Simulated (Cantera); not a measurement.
**Reactions in the system F-O-S**

Cantera with NASA thermochemical tables; ideal gases at 1 bar, condensed phases pure. Values are per mole of reaction as written; species without (g) are pure solids or liquids, kept so even where they would boil at 1 bar.

2 SO3(g) + 8 F(g) → 2 SF4(g) + 3 O2(g)

```
T (K)  ΔH° (kJ)  ΔS° (J/K)  ΔG° (kJ)  log10 K
-----  --------  ---------  --------  -------
300     -1370.0     -569.0   -1199.3   208.82
525     -1376.7     -586.0   -1069.0   106.36
575     -1377.7     -587.9   -1039.7    94.44
625     -1378.6     -589.4   -1010.2    84.43
675     -1379.4     -590.6    -980.7    75.89
725     -1380.1     -591.7    -951.2    68.53
775     -1380.8     -592.6    -921.6    62.11
825     -1381.5     -593.4    -891.9    56.47
875     -1382.0     -594.1    -862.2    51.47
925     -1382.6     -594.7    -832.5    47.01
```

2 SO3(g) → S2(g) + 3 O2(g)

```json
[
 {"T (K)": "300", "ΔH° (kJ)": "919.9", "ΔS° (J/K)": "330.3", "ΔG° (kJ)": "820.8", "log10 K": "-142.92"},
 {"T (K)": "525", "ΔH° (kJ)": "921.9", "ΔS° (J/K)": "335.7", "ΔG° (kJ)": "745.7", "log10 K": "-74.19"},
 {"T (K)": "575", "ΔH° (kJ)": "921.9", "ΔS° (J/K)": "335.6", "ΔG° (kJ)": "728.9", "log10 K": "-66.21"},
 {"T (K)": "625", "ΔH° (kJ)": "921.7", "ΔS° (J/K)": "335.4", "ΔG° (kJ)": "712.1", "log10 K": "-59.51"},
 {"T (K)": "675", "ΔH° (kJ)": "921.5", "ΔS° (J/K)": "335.1", "ΔG° (kJ)": "695.4", "log10 K": "-53.81"},
 {"T (K)": "725", "ΔH° (kJ)": "921.2", "ΔS° (J/K)": "334.6", "ΔG° (kJ)": "678.6", "log10 K": "-48.89"},
 {"T (K)": "775", "ΔH° (kJ)": "920.9", "ΔS° (J/K)": "334.2", "ΔG° (kJ)": "661.9", "log10 K": "-44.61"},
 {"T (K)": "825", "ΔH° (kJ)": "920.5", "ΔS° (J/K)": "333.7", "ΔG° (kJ)": "645.2", "log10 K": "-40.85"},
 {"T (K)": "875", "ΔH° (kJ)": "920.1", "ΔS° (J/K)": "333.2", "ΔG° (kJ)": "628.5", "log10 K": "-37.52"},
 {"T (K)": "925", "ΔH° (kJ)": "919.6", "ΔS° (J/K)": "332.7", "ΔG° (kJ)": "611.9", "log10 K": "-34.55"}
]
```

3 F2(g) + SO3(g) → SF6(g) + 3 O(g)

| T (K) | ΔH° (kJ) | ΔS° (J/K) | ΔG° (kJ) | log10 K |
|---|---|---|---|---|
| 300 | -77.2 | -90.3 | -50.1 | 8.72 |
| 525 | -71.8 | -77.1 | -31.3 | 3.12 |
| 575 | -70.5 | -74.7 | -27.5 | 2.50 |
| 625 | -69.1 | -72.5 | -23.8 | 1.99 |
| 675 | -67.8 | -70.4 | -20.3 | 1.57 |
| 725 | -66.5 | -68.6 | -16.8 | 1.21 |
| 775 | -65.2 | -66.8 | -13.4 | 0.90 |
| 825 | -63.9 | -65.2 | -10.1 | 0.64 |
| 875 | -62.6 | -63.7 | -6.9 | 0.41 |
| 925 | -61.3 | -62.3 | -3.7 | 0.21 |
